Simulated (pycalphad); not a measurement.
Source of the numbers: pycalphad with the COST 507 light-alloy database (1999); pressure 1 atm. These are 1990s assessments: newer ones move some temperatures and phases. Kinetics are ignored, which matters at the lower temperatures.

Problem. How does the equilibrium phase assembly of Cu-20.85Si (at.%) change on cooling from 2077 °C to 277 °C?

Solution. 
```
T (°C)                  phases above                  phases below
------  ----------------------------  ----------------------------
841.8                         liquid          CU19SI6_ETA + liquid
816.1           CU19SI6_ETA + liquid   CU19SI6_ETA + CU33SI7_DELTA
804.8    CU19SI6_ETA + CU33SI7_DELTA   CU19SI6_ETA + CU4SI_EPSILON
423.4    CU19SI6_ETA + CU4SI_EPSILON  CU19SI6_ETA + CU56SI11_GAMMA
394.7   CU19SI6_ETA + CU56SI11_GAMMA             CU19SI6_ETA + fcc
```
Changes were sought between steps of 100 K, so a narrower field can be missed.

Database names, with the compositions (at.%) that they take in these runs: CU4SI_EPSILON: Cu 80 Si 20; CU19SI6_ETA: Cu 76 Si 24.
